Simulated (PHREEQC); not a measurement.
A solution holds 0.007 mol CuSO4, 4.7e-05 mol HNO3 and 0.0018 mol Na2SO4 per kg of water, at 25 °C. Closed to the air; pH follows from the charge balance.

Model: ion-association model, wateq4f.dat, run in PHREEQC.

Precipitation was switched off in this run.

Q: Predict the pH.

A: pH 4.50.

Q: In which forms is S present?

A: SO4-2 75 %, CuSO4 24 %, NaSO4- 0.7 % of the S.
